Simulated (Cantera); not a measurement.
What does this Cantera script print?

```python
import numpy as np
import cantera as ct

gas_names = """
    H H2 Ti
""".split()
cond_names = """
    Ti(a) Ti(b) Ti(L)
""".split()


# ... load() reads the species with a 1 bar reference pressure and builds the phases ...
atoms = {
    'Ti': {'Ti': 1},
    'H2': {'H': 2},
}
top_T = {}  # K; cautious upper limits of use, not melting points


# ... equilibrate(T, P, feed) seeds the gas with the atoms and calls Mixture.equilibrate('TP', solver="vcs", rtol=1e-11, max_steps=5000) ...
results = []
feed = {'Ti': 1, 'H2': 180}  # mol
T = 1625  # K
P = 1000  # Pa
mix = equilibrate(T, P, feed)
results.append((T, P, feed, dict(zip(mix.species_names, mix.species_moles))))
print(gas.report(threshold=0.0001))
for i in range(1, mix.n_phases):
    print(f"{mix.phase(i).name:16s} {mix.phase_moles(i):12.5e} mol")
```

Result:

```
       temperature   1625 K
          pressure   1000 Pa
           density   0.00014917 kg/m^3
  mean mol. weight   2.0154 kg/kmol
   phase of matter   gas

                          1 kg             1 kmol
                     ---------------   ---------------
          enthalpy        2.0123e+07        4.0555e+07  J
   internal energy        1.3419e+07        2.7044e+07  J
           entropy        1.0907e+05        2.1982e+05  J/K
    Gibbs function       -1.5712e+08       -3.1665e+08  J
 heat capacity c_p             16295             32841  J/K
 heat capacity c_v             12169             24526  J/K

                      mass frac. Y      mole frac. X     chem. pot. / RT
                     ---------------   ---------------   ---------------
                 H        0.00035275        0.00070528           -11.722
                H2            0.9996           0.99929           -23.445
     [   +1 minor]        4.3354e-05        1.8254e-06

Ti(b)             9.99671e-01 mol
```

Method: chemical equilibrium by Gibbs-energy minimisation in Cantera with the NASA 1993 tables (ideal gas, pure condensed phases).
